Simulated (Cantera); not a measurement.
A perfectly stirred reactor is fed with N2O : N2 = 1 : 0.98 (molar parts), at 100.0 Torr; it is held at 1150 K, and followed from long to short residence time.

Computed with Cantera and GRI-Mech 3.0 (53 species, 325 reactions). GRI-Mech 3.0 was tuned for natural gas; its chemistry of N2O as a main component is partial and can be far from experiment. The mechanism lacks the step 2 NO + O2 → 2 NO2, which can matter for NO2 below about 1400 K. The temperature is held fixed by assumption; the heat of reaction is taken as removed at once.

| quantity | before | after |
|---|---|---|
| x(N2O) at τ = 1.50 s | 0.478 | 0.502 |
| x(NO) at τ = 1.50 s | 0.00185 | 0.000125 |
| x(NO2) at τ = 1.50 s | 2.69e-6 | 1.40e-7 |
| x(O2) at τ = 1.50 s | 0.00992 | 0.00112 |
| x(O) at τ = 1.50 s | 8.02e-7 | 1.23e-7 |
| x(N2O) at τ = 38.0 ms | 0.504 | 0.505 |
| x(NO) at τ = 38.0 ms | 4.96e-5 | 3.17e-6 |
| x(NO2) at τ = 38.0 ms | 1.27e-8 | 1.95e-10 |
| x(O2) at τ = 38.0 ms | 0.000265 | 2.84e-5 |
| x(O) at τ = 38.0 ms | 8.03e-7 | 1.23e-7 |

### Question
Which change was made?
A. temperature 1150 to 1050 K
B. temperature 1150 to 1098 K
C. temperature 1150 to 1075 K
D. temperature 1150 to 1273 K

### Answer
A, temperature 1150 to 1050 K
